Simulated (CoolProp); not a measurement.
Saturation properties of R227EA (Tc = 101.8 °C, pc = 2.925 MPa, ω = 0.358).

Model: reference Helmholtz-energy equation of state, Lemmon 2016, in CoolProp.

| T (°C) | p (MPa) | liquid density (kg/m³) | vapour density (kg/m³) | surface tension (mN/m) |
|---|---|---|---|---|
| -48.85 | 0.01938 | 1651 | 1.795 | 16.2 |
| -46.05 | 0.02287 | 1642 | 2.095 | 15.9 |
| -43.25 | 0.02684 | 1634 | 2.434 | ? |
| -40.45 | 0.03136 | ? | 2.817 | 15.1 |
| -37.65 | 0.03648 | ? | ? | 14.8 |
| -34.75 | 0.04246 | 1606 | 3.743 | 14.4 |
| -31.95 | 0.04897 | 1597 | 4.279 | 14.0 |
| -29.15 | 0.05626 | 1588 | 4.874 | 13.7 |
| -26.35 | 0.06438 | 1578 | 5.533 | 13.3 |
| -23.55 | 0.07341 | ? | 6.261 | 12.9 |
| -20.75 | ? | 1559 | ? | 12.6 |

Task: What belongs in the gaps?

Result: 
- -43.25, surface tension (mN/m): 15.5
- -40.45, liquid density (kg/m³): 1625
- -37.65, liquid density (kg/m³): 1616
- -37.65, vapour density (kg/m³): 3.245
- -23.55, liquid density (kg/m³): 1569
- -20.75, p (MPa): 0.08342
- -20.75, vapour density (kg/m³): 7.062

It boils at -16.3 °C under 1 atm.

Surface tension comes from a separate correlation (Mulero 2012).
